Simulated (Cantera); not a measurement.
A closed system holds: 1 mol Si, 0.91 mol N₂O, 320 mol N₂, held at 1998.15 K and 0.100 bar.

These are equilibrium values from Cantera (NASA tables, ideal gas, pure condensed phases), not measurements of a reactor. Candidate condensed phases: Si, SiO₂, Si₂N₂O, Si₃N₄; 16 gas species. The tables' values for SiN are old estimates; treat these amounts as uncertain. Equilibrium is a limit: real reactors are often held back by kinetics, nucleation or transport.

Task: What is the equilibrium state?

Result: 
```
Property                              Value
--------------------------------  ---------
x(N₂)                                 0.997
x(SiO)                              0.00283
x(Si)                              0.000230
x(SiN)                              1.90e-5
x(Si₂N)                             1.35e-5
x(Si₂)                              1.29e-6
gas amount                        321.9 mol
log10 activity of Si(l) (absent)      -0.27
```
